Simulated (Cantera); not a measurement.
Input: 1 mol AlN, 0.19 mol O2, 17 mol H2, at 1000 Pa.

Equilibrium computed with Cantera from the NASA thermochemical tables; the gas is ideal and each condensed phase is pure. Candidate condensed phases: Al, AlN, Al2O3, H2O; 35 gas species. Mutual solubility and eutectic melting of coexisting phases are not modelled. The numbers say what is thermodynamically allowed, not how fast it happens. All values below are at 1402 °C.

Base state: H2 0.991, N2 0.00749, H 0.00116, Al 0.000147, Al2O 3.67e-5 (mole fractions); condensed: AlN(s) + Al2O3(s).

Q: What changes in the equilibrium state with this change: O2 from 0.19 to 1.3 mol?

A: 
| species | before | after |
|---|---|---|
| H2 | 0.991 | 0.908 |
| H2O | 2.23e-6 | 0.0628 |
| N2 | 0.00749 | 0.0286 |
| Al | 0.000147 | <1e-9 |
| Al2O | 3.67e-5 | <1e-9 |
| H | 0.00116 | 0.00111 |
| AlN(s), mol | 0.743 | 0 |
| Al2O3(s), mol | 0.126 | 0.500 |
